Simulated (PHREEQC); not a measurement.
A column of 0.5 m (30 cells, dispersivity 0.018 m, 300 s a shift, diffusion coefficient 3e-10 m²/s) holds 0.055 eq of the database's cation exchanger X per kg of pore water, first in equilibrium with 14 mmol/kgw CdCl2, 0.47 mmol/kgw MgSO4 and 0.01 mmol/kgw HCl. It is flushed with 0.032 mol Na2SO4 and 1e-05 mol HCl per kg of water, at 15 °C. Values are for the last cell. No CO2 enters from the air. No solid was allowed to form.

The series has 31 steps of pore volumes, from 0 to 4.017.

All values are PHREEQC results (ion-association model, phreeqc.dat), not measurements.

Problem. After how many pore volumes does Na at the outlet first reach half of its feed value?

Solution. By 1.4 pore volumes.

Species that the database lacks are ignored.
